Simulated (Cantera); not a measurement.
Fluorocarbon and chlorocarbon gases: CF₄ + CH₄

A closed system holds: 1 mol CF₄, 0.08 mol CH₄, equilibrated at 2075 K and 2.50 Pa.

Equilibrium computed with Cantera from the NASA thermochemical tables; the gas is ideal and each condensed phase is pure. Candidate condensed phases: C, C₆H₆, C₇H₈, C₈H₁₈; 95 gas species. The numbers say what is thermodynamically allowed, not how fast it happens.

```yaml
x(F): 0.838
x(HF): 0.0857
x(CF₂): 0.0703
x(CF): 0.00555
x(CF₄): 0.000300
x(CF₃): 0.000153
x(H): 1.60e-5
x(C₃): 6.57e-6
x(C): 5.78e-6
n(C(graphite)): 0.795 mol
gas_amount: 3.733 mol
```
